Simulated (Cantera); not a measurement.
Source: NASA polynomial tables (part measured, part estimated), evaluated in Cantera. Values are per mole of reaction as written; species without (g) are pure solids or liquids, kept so even where they would boil at 1 bar.

3 Cl₂(g) + Si₃N₄ = 4 N(g) + 3 SiCl₂(g)

| T (K) | ΔH° (kJ) | ΔS° (J/K) | ΔG° (kJ) | log10 K |
|---|---|---|---|---|
| 300 | (withheld) | (withheld) | (withheld) | (withheld) |
| 350 | 2131.4 | 680.4 | 1893.2 | -282.54 |
| 425 | 2133.6 | 686.1 | 1842.0 | -226.38 |
| 500 | 2135.3 | 689.9 | 1790.3 | -187.03 |
| 575 | 2136.6 | 692.3 | 1738.5 | -157.93 |
| 650 | (withheld) | (withheld) | (withheld) | (withheld) |

Problem. Some entries are withheld; supply them.

Solution. 
- 300, ΔH° (kJ): 2129.7
- 300, ΔS° (J/K): 675.2
- 300, ΔG° (kJ): 1927.1
- 300, log10 K: -335.53
- 650, ΔH° (kJ): 2137.4
- 650, ΔS° (J/K): 693.7
- 650, ΔG° (kJ): 1686.5
- 650, log10 K: -135.53
